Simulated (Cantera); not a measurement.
An adiabatic, constant-volume homogeneous reactor starts with CH3OH : O2 : N2 : H2 = 1 : 2.34 : 9.61 : 0.065 (molar parts), at 1800 K and 500000 Pa.

Computed with Cantera and GRI-Mech 3.0 (53 species, 325 reactions). GRI-Mech 3.0 was tuned for natural gas; its chemistry of methanol as a main component is partial and can be far from experiment.

Question: Predict: time of steepest temperature rise; temperature at 8.00 s; equilibrium temperature; x(O2) at 8.00 s; x(H2O) at 8.00 s; x(CO2) at 8.00 s; x(OH) at 8.00 s.

Answer: 
| Item | Value |
|---|---|
| time of steepest temperature rise | 6.20 µs |
| temperature at 8.00 s | 2926 K |
| equilibrium temperature | 2926 K |
| x(O2) at 8.00 s | 0.0534 (gas-phase equilibrium 0.0534) |
| x(H2O) at 8.00 s | 0.130 (gas-phase equilibrium 0.130) |
| x(CO2) at 8.00 s | 0.0527 (gas-phase equilibrium 0.0527) |
| x(OH) at 8.00 s | 0.0214 (gas-phase equilibrium 0.0214) |
